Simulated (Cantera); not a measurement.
# Equilibrium for abatement and gas-phase synthesis: N₂O + H₂O + H₂

A closed system holds: 1 mol N₂O, 0.33 mol H₂O, a varied amount of H₂, held at 1527 °C and 195000 Torr.

These are equilibrium values from Cantera (NASA tables, ideal gas, pure condensed phases), not measurements of a reactor. Candidate condensed phases: H₂O; 24 gas species. The ideal-gas law is rough above about 30 bar. Rates play no part.

```tsv
n(H₂) (mol)	x H₂O	x H₂	x N₂	x O₂	x NO	x NH₃	x OH	x NO₂
0.34	0.335	2.77e-6	0.498	0.163	0.00292	2.47e-11	0.000295	0.000105
0.84	0.520	9.30e-6	0.444	0.0348	0.00127	1.43e-10	0.000250	2.10e-5
1.3	0.506	0.114	0.380	2.20e-10	9.35e-8	0.000180	2.20e-6	<1e-12
1.8	0.425	0.255	0.319	3.10e-11	3.22e-8	0.000552	1.23e-6	<1e-12
2.4	0.357	0.374	0.268	1.01e-11	1.68e-8	0.000899	8.55e-7	<1e-12
2.9	0.315	0.448	0.236	5.51e-12	1.17e-8	0.00111	6.90e-7	<1e-12
3.4	0.282	0.506	0.211	3.45e-12	8.72e-9	0.00126	5.80e-7	<1e-12
```
x: gas mole fraction; nothing condenses.

From 0.34 mol H₂ to 3.4 mol H₂ nothing is condensed.
